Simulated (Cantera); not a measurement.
Feed: 1 mol CuO, 4.6 mol H2, 1.4 mol N2, at 1523 K and 825 Torr.

Cantera equilibrium calculation (NASA polynomials, part measured and part estimated; ideal gas, pure solids and liquids). Candidate condensed phases: Cu, CuO, Cu(OH)2, Cu2O, H2O; 27 gas species. Kinetics and transport are ignored.

Base state: H2 0.600, N2 0.233, H2O 0.167, H 1.71e-5, NH3 1.43e-5, Cu 1.09e-5 (mole fractions); condensed: Cu(l).

Q: What changes in the equilibrium state with this change: 0.034 mol CH4 added?

A: 
| species | before | after |
|---|---|---|
| H2 | 0.600 | 0.607 |
| N2 | 0.233 | 0.229 |
| H2O | 0.167 | 0.158 |
| CO | 0 | 0.00508 |
| Cu | 1.09e-5 | 1.09e-5 |
| CO2 | 0 | 0.000492 |
| NH3 | 1.43e-5 | 1.44e-5 |
| H | 1.71e-5 | 1.72e-5 |
| Cu(l), mol | 1.000 | 1.000 |
Further candidate phases: C, C6H6, C7H8, C8H18.

Q: What changes in the equilibrium state with this change: temperature from 1523 K to 2200 K?

A: 
```
species      before     after
----------  -------  --------
H2            0.600     0.584
N2            0.233     0.228
H2O           0.167     0.163
Cu          1.09e-5    0.0211
Cu2         4.97e-9  0.000161
OH          1.46e-7  0.000159
H           1.71e-5   0.00410
NH3         1.43e-5   3.48e-6
Cu(l), mol    1.000     0.868
```
